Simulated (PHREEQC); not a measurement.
**Nickel, zinc or cadmium bath**

A solution holds 0.066 mol ZnSO4, 0.041 mol NaCl and 0.0095 mol H2SO4 per kg of water, at 40 °C. Closed to the air; pH follows from the charge balance.

Computed with PHREEQC (ion-association model, wateq4f.dat).

```json
{
 "pH": "2.18",
 "ionic_strength": "0.188 mol/kgw",
 "total_alkalinity": "-19.0 meq/kg"
}
```

```tsv
species	molality	activity	log γ
Na+	0.0392	0.0290	-0.130
Cl-	0.0387	0.0275	-0.149
Zn+2	0.0348	0.0113	-0.489
SO4-2	0.0291	0.00844	-0.537
ZnSO4	0.0239	0.0250	0.019
HSO4-	0.0106	0.00773	-0.138
H+	0.00837	0.00666	-0.099
```

Precipitation was switched off in this run. Constants without temperature data keep their 25 °C values here.
